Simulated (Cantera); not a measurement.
**Chlorosilane synthesis and conversion: Si + Cl2 + H2**

Feed: 1 mol Si, 0.75 mol Cl2, 16 mol H2, held at 10000 Pa.

Equilibrium computed with Cantera from the NASA thermochemical tables; the gas is ideal and each condensed phase is pure. Candidate condensed phases: Si; 19 gas species. The tables' values for SiCl3 are old estimates; treat these amounts as uncertain. Equilibrium is a limit: real reactors are often held back by kinetics, nucleation or transport.

```csv
T (K),x H2,x HCl,x SiCl4,x SiHCl3,x SiCl2,n Si(s)
748,0.974,0.000754,0.0158,0.00899,5.01e-7,0.588
798,0.974,0.00155,0.0158,0.00876,2.50e-6,0.592
848,0.973,0.00290,0.0156,0.00849,1.02e-5,0.599
898,0.971,0.00504,0.0152,0.00816,3.54e-5,0.608
948,0.969,0.00822,0.0146,0.00776,0.000106,0.622
998,0.965,0.0126,0.0136,0.00723,0.000280,0.640
1048,0.961,0.0184,0.0123,0.00656,0.000656,0.662
1098,0.956,0.0255,0.0105,0.00572,0.00138,0.688
1148,0.949,0.0334,0.00829,0.00472,0.00259,0.714
1198,0.943,0.0416,0.00593,0.00361,0.00433,0.737
1248,0.936,0.0489,0.00374,0.00252,0.00642,0.755
```
x: gas mole fraction; n: condensed amount in mol.

From 748 K to 1248 K the condensed part is Si(s). The main Si-bearing gas is SiCl4 at 748 K and SiCl2 at 1248 K. The share of Si in condensed phases is highest at 1248 K (75.5 %) and lowest at 748 K (58.8 %).
